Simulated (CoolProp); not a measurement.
Saturated liquid density (kg/m³) of dimethyl carbonate: the reference equation beside estimates from Tc = 557.0 K, pc = 4.909 MPa, ω = 0.346.

Model: reference Helmholtz-energy equation of state, Zhou 2011, in CoolProp.

```json
[
 {"T (K)": "333.8", "reference": "1015", "van der Waals": "588.8", "Peng-Robinson": "1020"},
 {"T (K)": "343.1", "reference": "1002", "van der Waals": "582.0", "Peng-Robinson": "1009"},
 {"T (K)": "352.5", "reference": "989.3", "van der Waals": "575.0", "Peng-Robinson": "997.5"},
 {"T (K)": "361.8", "reference": "976.1", "van der Waals": "567.9", "Peng-Robinson": "985.3"},
 {"T (K)": "371.2", "reference": "962.6", "van der Waals": "560.4", "Peng-Robinson": "972.4"},
 {"T (K)": "380.5", "reference": "949.0", "van der Waals": "552.9", "Peng-Robinson": "959.0"},
 {"T (K)": "389.8", "reference": "935.1", "van der Waals": "545.1", "Peng-Robinson": "944.9"},
 {"T (K)": "399.2", "reference": "920.8", "van der Waals": "536.9", "Peng-Robinson": "929.8"},
 {"T (K)": "408.5", "reference": "906.4", "van der Waals": "528.6", "Peng-Robinson": "914.2"},
 {"T (K)": "417.8", "reference": "891.6", "van der Waals": "519.9", "Peng-Robinson": "897.7"},
 {"T (K)": "427.2", "reference": "876.3", "van der Waals": "510.9", "Peng-Robinson": "880.0"},
 {"T (K)": "436.5", "reference": "860.7", "van der Waals": "501.6", "Peng-Robinson": "861.5"},
 {"T (K)": "445.8", "reference": "844.5", "van der Waals": "491.9", "Peng-Robinson": "841.8"},
 {"T (K)": "455.2", "reference": "827.7", "van der Waals": "481.6", "Peng-Robinson": "820.6"}
]
```

Absolute difference from the reference over all 14 rows, mean and median: van der Waals 41.8 and 41.7 %, Peng-Robinson 0.7 and 0.8 %.
